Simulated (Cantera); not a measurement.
Input: 1 mol SiCl₄, 0.73 mol HCl, 17 mol H₂, at 1600 K and 750 Torr.

Cantera equilibrium calculation (NASA polynomials, part measured and part estimated; ideal gas, pure solids and liquids). Candidate condensed phases: Si; 19 gas species. The tables' values for SiCl₃ are old estimates; treat these amounts as uncertain. Rates play no part.

Base state: H₂ 0.825, HCl 0.123, SiCl₂ 0.0375, SiCl₃ 0.00695, SiCl₄ 0.00318, SiHCl₃ 0.00307, SiH₂Cl₂ 0.000494, H 4.94e-5 (mole fractions); condensed: gas only.

Problem. What changes in the equilibrium state with this change: temperature from 1600 K to 1448.15 K?

Solution. 
| species | before | after |
|---|---|---|
| H₂ | 0.825 | 0.847 |
| HCl | 0.123 | 0.101 |
| SiCl₂ | 0.0375 | 0.0219 |
| SiCl₄ | 0.00318 | 0.0120 |
| H | 4.94e-5 | 8.50e-6 |
| SiHCl₃ | 0.00307 | 0.00862 |
| SiH₂Cl₂ | 0.000494 | 0.000958 |
| SiH₃Cl | 2.38e-5 | 3.09e-5 |
